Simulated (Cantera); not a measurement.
A closed system holds: 1 mol CH₂F₂, 0.32 mol F₂, 0.11 mol H₂, at 2.70 Torr.

Method: chemical equilibrium by Gibbs-energy minimisation in Cantera with the NASA 1993 tables (ideal gas, pure condensed phases). Candidate condensed phases: C, C₆H₆, C₇H₈, C₈H₁₈; 110 gas species. Ions and electrons are included (thermal ionisation). Kinetics and transport are ignored.

### Question
Which condensed phases are stable at each of these points (T (K)): 2500, 2750, 3000, 3250, 3500, 3750, 4000, 4250, 4500, 4750, 5000?

### Answer
| T (K) | condensed phases | C condensed (%) |
|---|---|---|
| 2500 | C(graphite) | 96.5 |
| 2750 | C(graphite) | 92.0 |
| 3000 | gas only | 0.0 |
| 3250 | gas only | 0.0 |
| 3500 | gas only | 0.0 |
| 3750 | gas only | 0.0 |
| 4000 | gas only | 0.0 |
| 4250 | gas only | 0.0 |
| 4500 | gas only | 0.0 |
| 4750 | gas only | 0.0 |
| 5000 | gas only | 0.0 |

From 2500 K to 2750 K the condensed part is C(graphite). From 3000 K to 5000 K nothing is condensed.
